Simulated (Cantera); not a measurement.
Source: NASA polynomial tables (part measured, part estimated), evaluated in Cantera. Values are per mole of reaction as written; species without (g) are pure solids or liquids, kept so even where they would boil at 1 bar. TiC: taken at fixed stoichiometry.

11 Ti3O5 + CO(g) ⇌ TiC + 8 Ti4O7

```tsv
T (K)	ΔH° (kJ)	ΔS° (J/K)	ΔG° (kJ)	log10 K
2123	…	…	…	…
2173	…	…	…	…
2223	…	…	…	…
2273	…	…	…	…
2323	-505.8	-312.4	219.9	-4.95
```

Q: Some entries are withheld; supply them.

A: 
- 2123, ΔH° (kJ): -510.7
- 2123, ΔS° (J/K): -314.6
- 2123, ΔG° (kJ): 157.2
- 2123, log10 K: -3.87
- 2173, ΔH° (kJ): -509.5
- 2173, ΔS° (J/K): -314.1
- 2173, ΔG° (kJ): 173.0
- 2173, log10 K: -4.16
- 2223, ΔH° (kJ): -508.3
- 2223, ΔS° (J/K): -313.5
- 2223, ΔG° (kJ): 188.7
- 2223, log10 K: -4.43
- 2273, ΔH° (kJ): -507.0
- 2273, ΔS° (J/K): -313.0
- 2273, ΔG° (kJ): 204.3
- 2273, log10 K: -4.70
